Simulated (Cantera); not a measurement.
A perfectly stirred reactor is fed with CO : O2 : H2O : N2 = 0.0026 : 0.015 : 0.013 : 1 (molar parts), at 24000 Pa; it is held at 1223 K, and followed from long to short residence time.

Cantera simulation using GRI-Mech 3.0 (53 species, 325 reactions); the numbers are that mechanism's predictions, not measurements.

Q: What does this change do: temperature 1223 to 875 K?

A: 
```tsv
quantity	before	after
x(CO) at τ = 27.0 s	9.46e-6	0.00125
x(O2) at τ = 27.0 s	0.0133	0.0139
x(H2O) at τ = 27.0 s	0.0126	0.0126
x(N2O) at τ = 27.0 s	2.03e-7	1.39e-8
x(O) at τ = 27.0 s	2.09e-6	1.78e-7
x(CO) at τ = 0.150 s	0.000292	0.00252
x(O2) at τ = 0.150 s	0.0134	0.0146
x(H2O) at τ = 0.150 s	0.0125	0.0126
x(N2O) at τ = 0.150 s	1.05e-7	5.11e-11
x(O) at τ = 0.150 s	5.93e-5	1.12e-7
```

Q: What does this change do: pressure from 24000 Pa to 101000 Pa?

A: 
| quantity | before | after |
|---|---|---|
| x(CO) at τ = 27.0 s | 9.46e-6 | 6.01e-6 |
| x(O2) at τ = 27.0 s | 0.0133 | 0.0133 |
| x(H2O) at τ = 27.0 s | 0.0126 | 0.0126 |
| x(N2O) at τ = 27.0 s | 2.03e-7 | 2.47e-7 |
| x(O) at τ = 27.0 s | 2.09e-6 | 2.86e-7 |
| x(CO) at τ = 0.150 s | 0.000292 | 0.000200 |
| x(O2) at τ = 0.150 s | 0.0134 | 0.0134 |
| x(H2O) at τ = 0.150 s | 0.0125 | 0.0126 |
| x(N2O) at τ = 0.150 s | 1.05e-7 | 4.19e-7 |
| x(O) at τ = 0.150 s | 5.93e-5 | 8.86e-6 |
